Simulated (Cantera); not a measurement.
An isothermal, constant-pressure homogeneous reactor starts with NH₃ : H₂ = 1 : 14 (molar parts), at 1423 K and 20.0 Torr. Integrator tolerance rtol = 1e-08.

Model: the gas-phase N/H chemistry of the illustrative SiF4/NH3 mechanism in the Surface Chemkin manual (1991), integrated in Cantera. Walls and surfaces, which speed up NH3 decomposition in real reactors, are not modelled.

What does this change do: temperature 1423 to 1850 K?


```csv
quantity,before,after
x(NH₃) at 2.00 s,0.0667 (gas-phase equilibrium 3.50e-7),0.0501 (gas-phase equilibrium 1.17e-7)
x(H₂) at 2.00 s,0.933 (gas-phase equilibrium 0.969),0.941 (gas-phase equilibrium 0.966)
x(N₂) at 2.00 s,1.53e-7 (gas-phase equilibrium 0.0312),0.00771 (gas-phase equilibrium 0.0312)
x(N₂H₄) at 2.00 s,1.76e-11 (gas-phase equilibrium <1e-12),4.11e-10 (gas-phase equilibrium <1e-12)
x(NH₂) at 2.00 s,1.33e-6 (gas-phase equilibrium 3.00e-11),9.45e-5 (gas-phase equilibrium 1.08e-9)
x(N) at 2.00 s,1.99e-11 (gas-phase equilibrium <1e-12),3.31e-7 (gas-phase equilibrium 9.37e-11)
x(H) at 2.00 s,9.06e-6 (gas-phase equilibrium 4.03e-5),0.000648 (gas-phase equilibrium 0.00326)
```
